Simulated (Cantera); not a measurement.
A Cantera script and its output.

```python
import numpy as np
import cantera as ct

gas = ct.Solution("gri30.yaml")
gas.TPX = 1575, 430000, {'C3H8': 1, 'O2': 11.9, 'N2': 44.8}
reactor = ct.IdealGasConstPressureReactor(gas, energy="on", clone=False)
net = ct.ReactorNet([reactor])
net.rtol, net.atol = 1e-08, 1e-16
show = ['C3H8', 'O2', 'HO2', 'NO', 'C2H4', 'CH2O']
times = np.geomspace(1e-06, 0.8, 14)

steps = ct.SolutionArray(gas, extra=["t"])
rows = []
print(f"{'t/s':>10s}{'T/K':>9s}{'P/Pa':>11s}" + "".join(f"{s:>11s}" for s in show))
for t in times:
    while net.time < t:
        t_next = net.step()
        steps.append(gas.state, t=t_next)
    rows.append([np.interp(t, steps.t, y) for y in (steps.T, steps.P, *steps(*show).X.T)])
    print(f"{t:10.3e}{rows[-1][0]:9.1f}{rows[-1][1]:11.4g}" + "".join(f"{x:11.3e}" for x in rows[-1][2:]))
rate = np.gradient(steps.T, steps.t)
print("integrator steps:", len(steps.t))
if steps.T.max() > steps.T[0] + 200:
    print(f"time of steepest temperature rise: {steps.t[rate.argmax()]:.4e} s")
gas.TPX = 1575, 430000, {'C3H8': 1, 'O2': 11.9, 'N2': 44.8}
gas.equilibrate("HP")
print(f"equilibrium (HP): T = {gas.T:.1f} K  " + "  ".join(f"{s} {gas[s].X[0]:.3e}" for s in show))
```

It prints:

```
       t/s      T/K       P/Pa       C3H8         O2        HO2         NO       C2H4       CH2O
 1.000e-06   1572.6    4.3e+05  1.698e-02  2.060e-01  6.341e-05  5.940e-13  2.792e-04  1.299e-05
 2.845e-06   1569.6    4.3e+05  1.587e-02  2.054e-01  1.194e-04  7.320e-12  1.337e-03  2.191e-04
 8.094e-06   1578.8    4.3e+05  1.072e-02  2.009e-01  2.331e-04  1.768e-10  6.168e-03  1.549e-03
 2.303e-05   2159.0    4.3e+05  3.703e-37  1.185e-01  2.566e-05  1.464e-05  3.372e-19  6.831e-11
 6.551e-05   2398.1    4.3e+05 -5.082e-43  1.158e-01  8.846e-06  1.156e-04 -2.294e-25  3.612e-12
 1.864e-04   2433.1    4.3e+05  2.114e-46  1.159e-01  8.858e-06  2.684e-04  2.031e-30  1.243e-12
 5.303e-04   2432.9    4.3e+05  2.319e-51  1.157e-01  8.842e-06  6.476e-04  7.083e-30  1.212e-12
 1.509e-03   2430.9    4.3e+05  2.213e-53  1.152e-01  8.768e-06  1.680e-03  6.802e-30  1.193e-12
 4.292e-03   2426.1    4.3e+05  1.887e-53  1.139e-01  8.585e-06  4.251e-03  6.132e-30  1.146e-12
 1.221e-02   2416.9    4.3e+05  1.419e-53  1.116e-01  8.250e-06  9.046e-03  5.024e-30  1.064e-12
 3.474e-02   2409.1    4.3e+05  1.099e-53  1.096e-01  7.969e-06  1.313e-02  4.217e-30  9.969e-13
 9.884e-02   2407.9    4.3e+05  1.056e-53  1.093e-01  7.926e-06  1.376e-02  4.104e-30  9.870e-13
 2.812e-01   2407.9    4.3e+05  1.056e-53  1.093e-01  7.926e-06  1.376e-02  4.103e-30  9.870e-13
 8.000e-01   2407.9    4.3e+05  1.056e-53  1.093e-01  7.926e-06  1.376e-02  4.103e-30  9.870e-13
integrator steps: 1613
time of steepest temperature rise: 1.5891e-05 s
equilibrium (HP): T = 2407.9 K  C3H8 2.067e-53  O2 1.093e-01  HO2 7.926e-06  NO 1.376e-02  C2H4 5.371e-30  CH2O 9.870e-13
```

Detailed kinetics in Cantera: GRI-Mech 3.0 (53 species, 325 reactions). GRI-Mech 3.0 was tuned for natural gas; its chemistry of propane as a main component is partial and can be far from experiment.
